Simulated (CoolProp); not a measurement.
A single-stage vapour-compression cycle with propane: evaporating at 221.15 K (dew point), condensing at 248.15 K (bubble point), superheat 8 K, subcooling 2 K, compressor efficiency 0.75, no pressure losses. Each further row changes one setting.

Values from CoolProp's reference Helmholtz-energy equation of state, Lemmon 2009.

| case | cooling COP | pressure ratio | discharge temperature (K) | refrigerating effect (kJ/kg) | volumetric capacity (kJ/m³) |
|---|---|---|---|---|---|
| as stated | 5.60 | 3.17 | 278.8 | 390 | 593 |
| evaporating temperature 226.15 K | 7.16 | 2.50 | 273.8 | 397 | 751 |
| condensing temperature 243.15 K | 7.00 | 2.62 | 270.4 | 402 | 611 |
| subcooling 7 K | 5.77 | 3.17 | 278.8 | 402 | 611 |
| superheat 18 K | 5.56 | 3.17 | 289.3 | 405 | 587 |
| compressor efficiency 0.65 | 4.86 | 3.17 | 285.2 | 390 | 593 |
